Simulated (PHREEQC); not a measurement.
PHREEQC input (Pitzer model, pitzer.dat):

```
SOLUTION 1
  temp 25
  units mol/kgw
  pH 7 charge
  Na 0.2846
  Cl 0.0046
  C(4) 0.04
END
USE solution 1
INCREMENTAL_REACTIONS false
REACTION 1
  H2O -1
  0 9.886 18.011 24.689 30.178 34.689 38.397 41.444
  43.949 46.007 47.699 49.089 50.232 51.172 51.944 52.578
  53.1 53.528 53.88 54.17 54.408 54.603 moles
EQUILIBRIUM_PHASES 1
  Halite 0 0
  Nahcolite 0 0
  Natron 0 0
  Trona 0 0
  CO2(g) -3.4 10
SELECTED_OUTPUT 1
  -reset false
  -pH true
  -pe true
  -ionic_strength true
  -water true
  -activities H2O
  -totals C Cl Na
  -molalities H+ Na+ Cl- CO3-2 OH- HCO3- CO2
  -equilibrium_phases Halite Nahcolite Natron Trona
PRINT
  -reset false
END
```

Selected output (columns that matter, 12 of 22 rows; water left (kg) added in front):

```
water left (kg)	pH	mu	C	Cl	Na	m_H+	m_Na+	m_Cl-	m_CO3-2	m_OH-	m_HCO3-	la_H2O	Trona
1.00114	9.919	0.38722	0.17663	0.0045948	0.28428	2.1373e-10	0.28428	0.0045948	0.10295	0.00012252	0.07367	-0.0029789	0
0.676758	9.9727	0.58169	0.25245	0.0067971	0.42053	2.0607e-10	0.42053	0.0067971	0.16115	0.00014258	0.091285	-0.0042275	0
0.457649	10.02	0.87129	0.36226	0.010051	0.62187	2.0354e-10	0.62187	0.010051	0.24942	0.00016178	0.11283	-0.0059893	0
0.309652	10.061	1.3015	0.52171	0.014855	0.9191	2.0527e-10	0.9191	0.014855	0.38236	0.00017778	0.13933	-0.0084608	0
0.20969	10.095	1.9385	0.75383	0.021937	1.3572	2.0983e-10	1.3572	0.021937	0.58129	0.00018752	0.17253	-0.011929	0
0.14218	10.124	2.8784	1.0924	0.032353	2.0017	2.1438e-10	2.0017	0.032353	0.87675	0.00018774	0.21564	-0.016872	0
0.117158	10.136	3.5027	1.3163	0.039263	2.4292	2.1519e-10	2.4292	0.039263	1.0735	0.00018346	0.24274	-0.020156	0
0.079661	10.154	5.1725	1.9149	0.057745	3.5726	2.0966e-10	3.5726	0.057745	1.5999	0.00016559	0.31498	-0.029355	0
0.0543466	10.161	7.5983	2.7905	0.084642	5.2368	1.8828e-10	5.2368	0.084642	2.3615	0.00013693	0.42892	-0.044713	0
0.0362938	10.157	8.7339	3.1929	0.12674	6.0268	1.7337e-10	6.0268	0.12674	2.7071	0.00012467	0.48588	-0.05345	0.021954
0.0236318	10.153	8.6733	3.1441	0.19465	6.0061	1.6963e-10	6.0061	0.19465	2.6672	0.00012536	0.47686	-0.054039	0.047555
0.0150922	10.148	8.5774	3.0659	0.30479	5.9741	1.6372e-10	5.9741	0.30479	2.6033	0.00012643	0.46256	-0.055003	0.064813
```

Complexes and solids missing from the database can't appear.
